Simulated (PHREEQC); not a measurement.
Solution (25 °C): 16 mmol/kgw Ag2SO4, 11 mmol/kgw HF and 39 mmol/kgw Cu(NO3)2. Closed to the air; pH follows from the charge balance.

All values are PHREEQC results (ion-association model, wateq4f.dat), not measurements.

No solid was allowed to form.

### Question
Estimate the pH, ionic strength.

### Answer
pH 2.64; ionic strength 0.138 mol/kgw.

### Question
In which forms is S present?

### Answer
SO4-2 48 %, CuSO4 38 %, AgSO4- 9.3 %, HSO4- 4.8 % of the S.

Complexes and solids missing from the database can't appear.
